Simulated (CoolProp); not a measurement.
Vapour pressure (MPa) of chloromethane (R40): the reference equation beside estimates from Tc = 418.6 K, pc = 6.929 MPa, ω = 0.150.

Values from CoolProp's reference Helmholtz-energy equation of state, Thol 2014.

| T (K) | reference | Lee-Kesler | Redlich-Kwong | Peng-Robinson |
|---|---|---|---|---|
| 277.4 | 0.3004 | 0.2955 | 0.3747 | 0.2968 |
| 286.9 | 0.4105 | 0.4050 | 0.5054 | 0.4050 |
| 296.3 | 0.5469 | 0.5411 | 0.6647 | 0.5394 |
| 305.8 | 0.7168 | 0.7106 | 0.8595 | 0.7070 |
| 315.2 | 0.9209 | 0.9142 | 1.089 | 0.9088 |
| 324.6 | 1.165 | 1.157 | 1.359 | ___ |
| 334.1 | ___ | 1.448 | 1.675 | 1.441 |
| 343.5 | 1.796 | 1.785 | 2.035 | 1.779 |
| 353 | 2.193 | 2.179 | 2.449 | 2.176 |
| 362.4 | ___ | 2.628 | 2.912 | 2.630 |
| 371.9 | 3.169 | 3.147 | ___ | 3.155 |
| 381.3 | 3.758 | 3.732 | 4.013 | 3.747 |
| 390.7 | 4.424 | 4.396 | 4.651 | 4.417 |
| 400.2 | 5.184 | 5.156 | 5.360 | 5.180 |

Problem. Fill in the missing entries.

Solution. 
- 324.6, Peng-Robinson: 1.151
- 334.1, reference: 1.457
- 362.4, reference: 2.645
- 371.9, Redlich-Kwong: 3.436

Absolute difference from the reference over all 14 rows, mean and median: Lee-Kesler 0.8 and 0.7 %, Redlich-Kwong 14.1 and 14.1 %, Peng-Robinson 0.9 and 1.0 %.
